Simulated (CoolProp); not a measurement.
Vapour-liquid equilibrium of R125 (1) + R134a (2) at 270.7 K; x and y are mole fractions of (1).

Model: multi-fluid Helmholtz-energy mixture model, Lemmon 2005 and Tillner-Roth 1994; pair parameters Lemmon 2004, in CoolProp.

Give the bubble pressure and the first vapour's composition at x = 0.05, 0.25, 0.75. Is there an azeotrope?

x = 0.05: 2.862 bar, y = 0.106; x = 0.25: 3.585 bar, y = 0.420; x = 0.75: 5.325 bar, y = 0.856. No azeotrope shows between x = 0.05 and 0.95.

The pair parameters rest on a limited set of measurements; away from them the model extrapolates.
